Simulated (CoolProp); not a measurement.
Vapour-liquid equilibrium of hydrogen sulfide (1) + isobutane (2) at 1210 kPa; x and y are mole fractions of (1).

Computed with CoolProp (multi-fluid Helmholtz-energy mixture model, Lemmon 2006 and Bücker 2006; pair parameters Kunz 2012).

| x | bubble temperature, mixture model (K) | bubble temperature, Raoult's law (K) | y, mixture model | y, Raoult's law |
|---|---|---|---|---|
| 0.05 | 339.0 | 339.9 | 0.181 | 0.205 |
| 0.125 | 326.4 | 329.7 | 0.405 | 0.420 |
| 0.2 | (withheld) | 321.4 | 0.563 | 0.566 |
| 0.275 | 307.8 | 314.5 | 0.669 | 0.670 |
| 0.35 | 301.5 | 308.6 | 0.740 | 0.747 |
| 0.425 | 296.7 | 303.5 | 0.790 | 0.806 |
| 0.5 | 293.0 | 299.0 | 0.827 | 0.851 |
| 0.575 | 290.0 | 295.0 | (withheld) | 0.888 |
| 0.65 | 287.6 | 291.5 | 0.880 | 0.917 |
| 0.725 | 285.4 | 288.3 | 0.903 | 0.941 |
| 0.8 | (withheld) | 285.3 | (withheld) | 0.961 |
| 0.875 | 281.6 | 282.7 | 0.951 | 0.978 |
| 0.95 | (withheld) | 280.2 | (withheld) | 0.992 |

Question: What belongs in the gaps?

Answer: 
- 0.2, bubble temperature, mixture model (K): 316.0
- 0.575, y, mixture model: 0.856
- 0.8, bubble temperature, mixture model (K): 283.5
- 0.8, y, mixture model: 0.926
- 0.95, bubble temperature, mixture model (K): 279.8
- 0.95, y, mixture model: 0.979

The largest gap from Raoult's law is -7.1 K in bubble temperature, at x = 0.35. No azeotrope shows between x = 0.05 and 0.95.

Pair parameters are fitted to limited data, so mixtures are less certain than the pure fluids.
